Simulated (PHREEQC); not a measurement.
0.57 g of hydrous ferric oxide (600 m²/g; 0.2 weak and 0.005 strong sites per Fe, Dzombak-Morel constants, diffuse double layer) in 1 kg of water with 0.01 mol/kgw of an inert sodium salt, at 25 °C; the pH is set by adding NaOH or the inert anion's acid. O2 is buffered at 0.21 atm. The system is closed to CO2. No solid was allowed to form.

Base run: PHREEQC, ion-association model, wateq4f.dat. Each further column changes one thing. The table gives surface charge σ (C/m²).

```
pH      base  background salt from 0.01 to 0.001 mol/kgw  oxide from 0.57 to 2.8 g/kgw  0.0002 mol/kgw BaCl2 added
----  ------  ------------------------------------------  ----------------------------  --------------------------
4      0.218                                       0.124                         0.225                       0.220
5.5    0.077                                       0.032                         0.078                       0.079
6.5    0.030                                       0.011                         0.031                       0.031
8      0.001                                       0.000                         0.001                       0.003
9.5   -0.024                                      -0.009                        -0.024                      -0.018
10.5  -0.065                                      -0.029                        -0.066                      -0.046
12    -0.229                                      -0.201                        -0.233                      -0.171
```
